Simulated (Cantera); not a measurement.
# Thermodynamics of silicon oxide and oxynitride deposition, feed SiH₄ + N₂O + H₂

Charge: 1 mol SiH₄, 0.15 mol N₂O, 24 mol H₂, held at 24.0 Torr.

Cantera equilibrium calculation (NASA polynomials, part measured and part estimated; ideal gas, pure solids and liquids). Candidate condensed phases: H₂O, Si, SiO₂, Si₂N₂O, Si₃N₄; 35 gas species. Mutual solubility and eutectic melting of coexisting phases are not modelled. The tables' values for SiN are old estimates; treat these amounts as uncertain. Gases not in the tables: Si₂H₆ and higher silanes. The numbers say what is thermodynamically allowed, not how fast it happens.

| T (K) | x H₂ | x H | x N₂ | x SiO | n Si(s) | n Si₂N₂O(s) | n Si(l) |
|---|---|---|---|---|---|---|---|
| 500 | 1.00 | <1e-12 | <1e-12 | <1e-12 | 0.700 | 0.150 | 0 |
| 700 | 1.00 | <1e-12 | <1e-12 | <1e-12 | 0.700 | 0.150 | 0 |
| 900 | 1.00 | 6.53e-10 | <1e-12 | <1e-12 | 0.700 | 0.150 | 0 |
| 1100 | 1.00 | 1.45e-7 | 1.06e-9 | 1.21e-9 | 0.700 | 0.150 | 0 |
| 1300 | 1.000 | 6.18e-6 | 1.23e-6 | 1.23e-6 | 0.700 | 0.150 | 0 |
| 1500 | 0.999 | 9.84e-5 | 0.000200 | 0.000200 | 0.705 | 0.145 | 0 |
| 1700 | 0.988 | 0.000819 | 0.00570 | 0.00570 | 0 | 0 | 0.849 |
| 1900 | 0.984 | 0.00440 | 0.00569 | 0.00569 | 0 | 0 | 0.836 |
| 2100 | 0.967 | 0.0171 | 0.00562 | 0.00563 | 0 | 0 | 0.719 |
x: gas mole fraction; n: condensed amount in mol.

From 500 K to 1500 K the condensed part is Si(s) + Si₂N₂O(s). From 1700 K to 2100 K the condensed part is Si(l).
